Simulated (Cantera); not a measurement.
Standard-state values (1 bar) from the NASA 1993 polynomials, evaluated with Cantera. Values are per mole of reaction as written; species without (g) are pure solids or liquids, kept so even where they would boil at 1 bar.

3 Mg + 2 N(g) + 6 HBr(g) → 2 NH3(g) + 3 MgBr2

```csv
T (K),ΔH° (kJ),ΔS° (J/K),ΔG° (kJ),log10 K,condensed phases
923,-2374.8,-833.6,-1605.5,90.85,"Mg(s), MgBr2(s)"
1023,___,___,___,___,"Mg(l), MgBr2(l)"
1123,___,___,___,___,"Mg(l), MgBr2(l)"
1223,___,___,___,___,"Mg(l), MgBr2(l)"
1323,-2249.6,-712.2,-1307.2,51.61,"Mg(l), MgBr2(l)"
1423,-2240.4,-705.6,-1236.4,45.38,"Mg(l), MgBr2(l)"
```

Task: Some entries are withheld; supply them.

Result: 
- 1023, ΔH° (kJ): -2276.5
- 1023, ΔS° (J/K): -735.3
- 1023, ΔG° (kJ): -1524.3
- 1023, log10 K: 77.83
- 1123, ΔH° (kJ): -2267.6
- 1123, ΔS° (J/K): -727.0
- 1123, ΔG° (kJ): -1451.2
- 1123, log10 K: 67.50
- 1223, ΔH° (kJ): -2258.6
- 1223, ΔS° (J/K): -719.4
- 1223, ΔG° (kJ): -1378.8
- 1223, log10 K: 58.89
